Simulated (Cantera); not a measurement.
An adiabatic, constant-pressure homogeneous reactor starts with C3H8 : O2 : N2 = 1 : 11.1 : 41.8 (molar parts), at 1600 K and 1.01 bar. Integrator tolerance rtol = 1e-08.

Computed with Cantera and GRI-Mech 3.0 (53 species, 325 reactions). GRI-Mech 3.0 was tuned for natural gas; its chemistry of propane as a main component is partial and can be far from experiment.

Question: What does this change do: C3H8 1 to 0.52 parts?

Answer: 
```
quantity                                                            before                                      after
---------------------------------  ---------------------------------------  -----------------------------------------
time of steepest temperature rise                                  33.6 µs                                    32.8 µs
temperature at 4.00 s                                               2439 K                                     2099 K
equilibrium temperature                                             2439 K                                     2099 K
x(C3H8) at 4.00 s                    <1e-12 (gas-phase equilibrium <1e-12)      <1e-12 (gas-phase equilibrium <1e-12)
x(O2) at 4.00 s                        0.102 (gas-phase equilibrium 0.102)        0.153 (gas-phase equilibrium 0.153)
x(O) at 4.00 s                     0.00340 (gas-phase equilibrium 0.00340)  0.000538 (gas-phase equilibrium 0.000538)
x(HO2) at 4.00 s                   5.82e-6 (gas-phase equilibrium 5.82e-6)    2.01e-6 (gas-phase equilibrium 2.00e-6)
x(CH3) at 4.00 s                     <1e-12 (gas-phase equilibrium <1e-12)      <1e-12 (gas-phase equilibrium <1e-12)
```
